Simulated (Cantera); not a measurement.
## Equilibrium for thermal oxidation and active oxidation of silicon: Si + H₂O + H₂

Feed: 1 mol Si, 0.024 mol H₂O, 69 mol H₂, held at 0.170 bar.

These are equilibrium values from Cantera (NASA tables, ideal gas, pure condensed phases), not measurements of a reactor. Candidate condensed phases: H₂O, Si, SiO₂; 18 gas species. Gases not in the tables: Si₂H₆ and higher silanes. Kinetics and transport are ignored.

From 1302 °C to 1402 °C the condensed part is Si(s). From 1452 °C to 1802 °C the condensed part is Si(l). The main Si-bearing gas is SiO at 1302 °C and Si at 1802 °C. The share of Si in condensed phases is highest at 1302 °C (97.6 %) and lowest at 1802 °C (91.2 %).

| T (°C) | x H₂ | x H | x Si | x SiO | n Si(s) | n Si(l) |
|---|---|---|---|---|---|---|
| 1302 | 1.000 | 0.000101 | 3.38e-7 | 0.000347 | 0.976 | 0 |
| 1352 | 0.999 | 0.000171 | 9.58e-7 | 0.000347 | 0.975 | 0 |
| 1402 | 0.999 | 0.000282 | 2.55e-6 | 0.000347 | 0.975 | 0 |
| 1452 | 0.999 | 0.000450 | 5.97e-6 | 0.000347 | 0 | 0.974 |
| 1502 | 0.999 | 0.000702 | 1.29e-5 | 0.000347 | 0 | 0.973 |
| 1552 | 0.999 | 0.00107 | 2.68e-5 | 0.000347 | 0 | 0.971 |
| 1602 | 0.998 | 0.00159 | 5.33e-5 | 0.000347 | 0 | 0.967 |
| 1652 | 0.997 | 0.00232 | 0.000102 | 0.000347 | 0 | 0.962 |
| 1702 | 0.996 | 0.00331 | 0.000190 | 0.000347 | 0 | 0.952 |
| 1752 | 0.994 | 0.00465 | 0.000342 | 0.000347 | 0 | 0.937 |
| 1802 | 0.992 | 0.00644 | 0.000599 | 0.000346 | 0 | 0.912 |
x: gas mole fraction; n: condensed amount in mol.
